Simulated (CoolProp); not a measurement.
A single-stage vapour-compression cycle with CH2F2 (R32): evaporating at 271.15 K (dew point), condensing at 341.15 K (bubble point), superheat 0 K, subcooling 8 K, compressor efficiency 0.7, no pressure losses. Each further row changes one setting.

The numbers come from the reference Helmholtz-energy equation of state, Tillner-Roth 1997 in CoolProp.

```json
[
 {"case": "as stated", "cooling COP": "(withheld)", "pressure ratio": "6.13", "discharge temperature (K)": "416.6", "refrigerating effect (kJ/kg)": "196", "volumetric capacity (kJ/m³)": "4050"},
 {"case": "evaporating temperature 276.15 K", "cooling COP": "1.99", "pressure ratio": "5.23", "discharge temperature (K)": "408.8", "refrigerating effect (kJ/kg)": "197", "volumetric capacity (kJ/m³)": "4780"},
 {"case": "condensing temperature 336.15 K", "cooling COP": "2.01", "pressure ratio": "5.51", "discharge temperature (K)": "407.0", "refrigerating effect (kJ/kg)": "207", "volumetric capacity (kJ/m³)": "(withheld)"},
 {"case": "subcooling 13 K", "cooling COP": "(withheld)", "pressure ratio": "6.13", "discharge temperature (K)": "416.6", "refrigerating effect (kJ/kg)": "208", "volumetric capacity (kJ/m³)": "4320"},
 {"case": "superheat 10 K", "cooling COP": "1.76", "pressure ratio": "6.13", "discharge temperature (K)": "431.0", "refrigerating effect (kJ/kg)": "207", "volumetric capacity (kJ/m³)": "4030"},
 {"case": "compressor efficiency 0.6", "cooling COP": "1.52", "pressure ratio": "6.13", "discharge temperature (K)": "430.5", "refrigerating effect (kJ/kg)": "196", "volumetric capacity (kJ/m³)": "4050"}
]
```

Q: Complete the blanks.

A: 
- as stated, cooling COP: 1.77
- condensing temperature 336.15 K, volumetric capacity (kJ/m³): 4290
- subcooling 13 K, cooling COP: 1.89
